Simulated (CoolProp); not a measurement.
Vapour-liquid equilibrium of CH2F2 (R32) (1) + R236FA (2) at 47.7 kPa; x and y are mole fractions of (1).

The numbers come from the multi-fluid Helmholtz-energy mixture model, Tillner-Roth 1997 and Pan 2012; pair parameters Bell 2016 in CoolProp.

Give the bubble temperature and the first vapour's composition at x = 0.2, 0.5, 0.65. Is there an azeotrope?

x = 0.2: 232.3 K, y = 0.760; x = 0.5: 217.9 K, y = 0.939; x = 0.65: 214.1 K, y = 0.966. No azeotrope shows between x = 0.05 and 0.95.

Pair parameters are fitted to limited data, so mixtures are less certain than the pure fluids.
